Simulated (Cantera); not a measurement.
Input (Python, Cantera) and output of one run.

```python
import numpy as np
import cantera as ct

gas_names = """
    CL CL2 H HCL H2 Si SiCL SiCL2 SiCL3 SiCL4 SiH SiHCL3 SiH2 SiH2CL2 SiH3 SiH3CL SiH4 Si2 Si3
""".split()
cond_names = """
    Si(cr) Si(L)
""".split()


def load(file, names, dense=False):
    # The tables refer to 1 bar. Condensed volumes are neglected.
    table = {s.name: s for s in ct.Species.list_from_file(file)}
    out = []
    for n in names:
        d = dict(table[n].input_data)
        d["thermo"] = dict(d["thermo"], **{"reference-pressure": 1e5})
        if dense:
            d["equation-of-state"] = {"model": "constant-volume", "density": "1e6 g/cm^3"}
        out.append(ct.Species.from_dict(d))
    return out


gas = ct.Solution(thermo="ideal-gas", species=load("nasa_gas.yaml", gas_names))
cond = {s.name: ct.Solution(thermo="fixed-stoichiometry", species=[s], name=s.name)
        for s in load("nasa_condensed.yaml", cond_names, dense=True)}
atoms = {
    'Si': {'Si': 1},
    'HCl': {'H': 1, 'CL': 1},
    'H2': {'H': 2},
}
top_T = {}  # K; cautious upper limits of use, not melting points


def equilibrate(T, P, feed):
    n = {}
    for name, mol in feed.items():
        for a, k in atoms[name].items():
            n[a] = n.get(a, 0.0) + k * mol
    gas.TPX = T, P, n
    mass = sum(n.values()) * gas.mean_molecular_weight
    gas.equilibrate("TP")
    valid = [c for c in cond.values() if c.min_temp <= T <= top_T.get(c.name, c.max_temp)]
    mix = ct.Mixture([(gas, mass / gas.mean_molecular_weight)] + [(c, 0.0) for c in valid])
    mix.T, mix.P = T, P
    mix.equilibrate("TP", solver="vcs", rtol=1e-11, max_steps=5000)
    return mix


results = []
feed = {'Si': 1, 'HCl': 4.4, 'H2': 19}  # mol
T = 1273.15  # K
P = 101325  # Pa
mix = equilibrate(T, P, feed)
results.append((T, P, feed, dict(zip(mix.species_names, mix.species_moles))))
x = sorted(zip(gas.X, gas.species_names), reverse=True)
print(f"T = {T:g} K  P = {P:g} Pa  gas = {mix.phase_moles(0):.4g} mol")
print("   x: " + "  ".join(f"{s} {v:.3e}" for v, s in x if v > 1e-06))
print("   condensed (mol): " + ("  ".join(f"{mix.phase(i).name} {mix.phase_moles(i):.4g}"
      for i in range(1, mix.n_phases) if mix.phase_moles(i) > 1e-12) or "none"))
```

Output:

```
T = 1273.15 K  P = 101325 Pa  gas = 22.57 mol
   x: H2 9.061e-01  HCL 4.963e-02  SiCL4 1.933e-02  SiHCL3 1.411e-02  SiCL2 5.408e-03  SiCL3 3.995e-03  SiH2CL2 1.427e-03  SiH3CL 4.026e-05
   condensed (mol): none
```

These are equilibrium values from Cantera (NASA tables, ideal gas, pure condensed phases), not measurements of a reactor. The tables' values for SiCl3 are old estimates; treat these amounts as uncertain.
